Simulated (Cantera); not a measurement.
An adiabatic, constant-pressure homogeneous reactor starts with CO : H2 : O2 : N2 : CO2 = 1 : 0.55 : 1.02 : 12.2 : 0.73 (molar parts), equivalence ratio 0.76, at 1650 K and 1000000 Pa.

Cantera simulation using GRI-Mech 3.0 (53 species, 325 reactions); the numbers are that mechanism's predictions, not measurements. The hydrogen kinetics of GRI-Mech 3.0 are dated; newer H2 mechanisms differ, most at raised pressure.

x: mole fraction; the columns are a selection and need not sum to one.

```csv
t (s),T (K),x CO,x H2,x O2,x O,x CO2,x N2O,x NO
7.00e-6,1943,0.0453,0.00210,0.0368,0.00554,0.0686,[?],2.21e-5
3.30e-5,2202,0.0185,0.00101,0.0247,0.00164,0.0975,[?],6.45e-5
0.000155,2310,0.00648,0.000349,0.0193,0.000430,0.111,[?],0.000129
0.000732,2332,0.00384,0.000215,0.0180,0.000256,0.113,8.70e-7,0.000269
0.00345,2331,0.00382,0.000215,0.0177,0.000251,0.113,8.61e-7,0.000827
0.0162,2327,0.00383,0.000215,0.0168,0.000239,0.113,8.44e-7,0.00266
0.0765,2323,0.00384,0.000217,0.0159,0.000227,0.113,8.32e-7,0.00455
0.360,2323,0.00384,0.000217,0.0158,0.000227,0.113,8.32e-7,0.00464
1.70,2323,0.00384,0.000217,0.0158,0.000227,0.113,8.32e-7,0.00464
8.00,2323,0.00384,0.000217,0.0158,0.000227,0.113,8.32e-7,0.00464
```

Q: Some entries are withheld; supply them.

A: 
- 7.00e-6, x N2O: 1.79e-6
- 3.30e-5, x N2O: 2.06e-6
- 0.000155, x N2O: 1.28e-6
